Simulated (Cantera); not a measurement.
Charge: 1 mol SiH4, a varied amount of H2, at 450 Pa.

Method: chemical equilibrium by Gibbs-energy minimisation in Cantera with the NASA 1993 tables (ideal gas, pure condensed phases). Candidate condensed phases: Si; 9 gas species. Kinetics and transport are ignored.

Stable condensed phases, one row left out:

```
T in °C \ n(H2) in mol
         3.5 5.4 8.4  13  20  31  48  75 120 180
   2300    A   A   A   A   A   A   A   A   A   A
   2150    A   A   A   A   A   A   A   A   A   A
   2000    A   A   A   A   A   A   A   A   A   A
   1700    B   B   B   B   B   B   B   B   B   A
   1550    B   B   B   B   B   B   B   B   B   B
   1400    B   B   B   B   B   B   B   B   B   B
   1250    B   B   B   B   B   B   B   B   B   B
   1100    B   B   B   B   B   B   B   B   B   B
    950    B   B   B   B   B   B   B   B   B   B
    800    B   B   B   B   B   B   B   B   B   B
    650    B   B   B   B   B   B   B   B   B   B
```

A: gas only; B: Si.

Problem. Give the row for 1850 °C.

Solution. 3.5: Si; 5.4: Si; 8.4: Si; 13: Si; 20: Si; 31: gas only; 48: gas only; 75: gas only; 120: gas only; 180: gas only.
